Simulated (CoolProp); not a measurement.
A simple Rankine cycle with 1,2-dichloroethane: condensing at 316.15 K, boiler at 2.66 MPa, turbine inlet 499 K, turbine efficiency 0.7, pump efficiency 0.7, no recuperator. Each further row changes one setting.

Computed with CoolProp (reference Helmholtz-energy equation of state, Thol 2015).

```json
[
 {"case": "as stated", "thermal efficiency (%)": "14.8", "net work (kJ/kg)": "39.0", "heat in (kJ/kg)": "264", "turbine exit temperature (K)": "316.2", "volume ratio over the turbine": "639"},
 {"case": "condensing temperature 308.15 K", "thermal efficiency (%)": "15.6", "net work (kJ/kg)": "42.8", "heat in (kJ/kg)": "275", "turbine exit temperature (K)": "308.1", "volume ratio over the turbine": "895"},
 {"case": "boiler pressure 1.86 MPa", "thermal efficiency (%)": "19.3", "net work (kJ/kg)": "93.7", "heat in (kJ/kg)": "485", "turbine exit temperature (K)": "368.0", "volume ratio over the turbine": "74.6"},
 {"case": "turbine efficiency 0.6", "thermal efficiency (%)": "12.5", "net work (kJ/kg)": "33.0", "heat in (kJ/kg)": "264", "turbine exit temperature (K)": "316.2", "volume ratio over the turbine": "656"}
]
```

The expansion ends wet for: as stated; condensing temperature 308.15 K; turbine efficiency 0.6.
